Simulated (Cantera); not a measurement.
An adiabatic, constant-pressure homogeneous reactor starts with CH3OH : O2 : N2 = 1 : 1.72 : 6.48 (molar parts), equivalence ratio 0.87, at 1350 K and 14300 Torr.

Cantera simulation using GRI-Mech 3.0 (53 species, 325 reactions); the numbers are that mechanism's predictions, not measurements. GRI-Mech 3.0 was tuned for natural gas; its chemistry of methanol as a main component is partial and can be far from experiment. The pressure lies above the range GRI-Mech 3.0 was tuned for (to about 10 atm).

One state of this run: T (K) = 2776; x CH3OH = <1e-12; x O2 = 0.0245; x CH2 = <1e-12; x H2O2 = 1.56e-6; x NO = 0.0111; x CH4 = <1e-12. x: mole fraction; the columns are a selection and need not sum to one.

Question: Which value of t (s) does it belong to?
(A) 0.264
(B) 3.68e-5
(C) 4.00e-6
(D) 0.000112

Answer: A, 0.264
